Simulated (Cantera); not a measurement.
Charge: 1 mol HBr, 1.7 mol O2, equilibrated at 1223 K and 0.780 bar.

Method: chemical equilibrium by Gibbs-energy minimisation in Cantera with the NASA 1993 tables (ideal gas, pure condensed phases). Candidate condensed phases: Br2, H2O; 12 gas species. Equilibrium is a limit: real reactors are often held back by kinetics, nucleation or transport.

Base state: O2 0.586, H2O 0.194, Br2 0.182, Br 0.0239, HBr 0.0148 (mole fractions); condensed: gas only.

Question: What changes in the equilibrium state with this change: temperature from 1223 K to 3498.15 K?

Answer: 
| species | before | after |
|---|---|---|
| O | 3.50e-8 | 0.278 |
| Br | 0.0239 | 0.252 |
| O2 | 0.586 | 0.251 |
| H | <1e-9 | 0.0777 |
| H2 | 5.81e-9 | 0.0136 |
| OH | 7.78e-6 | 0.0837 |
| Br2 | 0.182 | 5.05e-5 |
| H2O | 0.194 | 0.0319 |
| HBr | 0.0148 | 0.0112 |
| HO2 | 4.88e-8 | 5.61e-5 |

Question: What changes in the equilibrium state with this change: HBr replaced by H2O?

Answer: 
| species | before | after |
|---|---|---|
| O2 | 0.586 | 0.630 |
| H2O | 0.194 | 0.370 |
| OH | 7.78e-6 | 1.10e-5 |
| Br2 | 0.182 | 0 |
| Br | 0.0239 | 0 |
| HBr | 0.0148 | 0 |
